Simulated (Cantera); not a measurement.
**Hydrocarbon pyrolysis for carbon deposition**

An isothermal, constant-pressure homogeneous reactor starts with 19.6 % C₂H₆, 80.4 % H₂, at 1975 K and 1.00 atm.

Cantera simulation using GRI-Mech 3.0 (53 species, 325 reactions); the numbers are that mechanism's predictions, not measurements. GRI-Mech 3.0 stops at C3 and has no aromatics, soot or wall deposition, so with more carbon than oxygen in the feed, carbon stays in small species such as C2H2 where larger ones or solid carbon would form.

```tsv
t (s)	x C₂H₆	x H₂	x C₂H₄	x C₂H₂	x CH₃	x C₂H	x H
4.00e-6	0.00646	0.726	0.0470	0.0236	0.0225	2.43e-6	0.00436
1.69e-5	0.000510	0.741	0.0248	0.0548	0.00609	1.72e-6	0.00136
7.11e-5	0.000220	0.755	0.00654	0.0771	0.00401	1.75e-6	0.000999
0.000300	0.000132	0.780	0.00232	0.0948	0.00315	2.22e-6	0.00107
0.00126	3.40e-5	0.820	0.00119	0.118	0.00162	2.85e-6	0.00116
0.00533	3.76e-6	0.846	0.000922	0.133	0.000535	3.33e-6	0.00123
0.0225	5.88e-7	0.854	0.000920	0.138	0.000187	3.49e-6	0.00126
0.0949	4.49e-7	0.854	0.000922	0.138	0.000154	3.50e-6	0.00127
0.400	4.49e-7	0.854	0.000922	0.138	0.000154	3.50e-6	0.00127
1.69	4.49e-7	0.854	0.000922	0.138	0.000154	3.50e-6	0.00127
7.11	4.49e-7	0.854	0.000922	0.138	0.000154	3.50e-6	0.00127
30.0	4.49e-7	0.854	0.000922	0.138	0.000154	3.50e-6	0.00127
```
x: mole fraction; the columns are a selection and need not sum to one.

Equilibrium at this temperature and pressure: C₂H₆ 4.49e-7, H₂ 0.854, C₂H₄ 0.000922, C₂H₂ 0.138, CH₃ 0.000154, C₂H 3.50e-6, H 0.00127 (gas phase only).
